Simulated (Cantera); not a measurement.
Input: 1 mol B2O3, a varied amount of H2O, 15 mol H2, at 0.133 bar.

These are equilibrium values from Cantera (NASA tables, ideal gas, pure condensed phases), not measurements of a reactor. Candidate condensed phases: B, B2O3, B3O3H3, H2O; 23 gas species. Gases not in the tables: H3BO3. The numbers say what is thermodynamically allowed, not how fast it happens.

Stable condensed phases, one row left out:

```
T in °C \ n(H2O) in mol
         0.09 0.16 0.27 0.46 0.79  1.4  2.3    4  6.9
   2127     A    A    A    A    A    A    A    A    A
   2027     A    A    A    A    A    A    A    A    A
   1927     A    A    A    A    A    A    A    A    A
   1827     A    A    A    A    A    A    A    A    A
   1727     A    A    A    A    A    A    A    A    A
   1627     A    A    A    A    A    A    A    A    A
   1527     B    B    B    A    A    A    A    A    A
   1427     B    B    B    B    B    B    B    A    A
   1227     B    B    B    B    B    B    B    B    B
   1127     B    B    B    B    B    B    B    B    B
```

A: gas only; B: B2O3.

### Question
Give the row for 1327 °C.

### Answer
0.09: B2O3; 0.16: B2O3; 0.27: B2O3; 0.46: B2O3; 0.79: B2O3; 1.4: B2O3; 2.3: B2O3; 4: B2O3; 6.9: B2O3.
